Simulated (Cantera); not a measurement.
Ignition delay

Mixture: CH4 : H2 : O2 : N2 = 1 : 0.71 : 1.12 : 4.22 (molar parts), equivalence ratio 2.1, at 10.0 bar, adiabatic and at constant pressure. Ignition delay is the time to a rise of 400 K.

Model: GRI-Mech 3.0 (53 species, 325 reactions), integrated in Cantera.

```json
[
 {"T0 (K)": "1100", "delay (ms)": "1.12"},
 {"T0 (K)": "1150", "delay (ms)": "0.541"},
 {"T0 (K)": "1200", "delay (ms)": "0.315"},
 {"T0 (K)": "1250", "delay (ms)": "0.206"},
 {"T0 (K)": "1300", "delay (ms)": "0.144"},
 {"T0 (K)": "1350", "delay (ms)": "0.103"}
]
```

| Quantity | Result |
|---|---|
| apparent activation energy between 1250 and 1350 K | 98 kJ/mol |
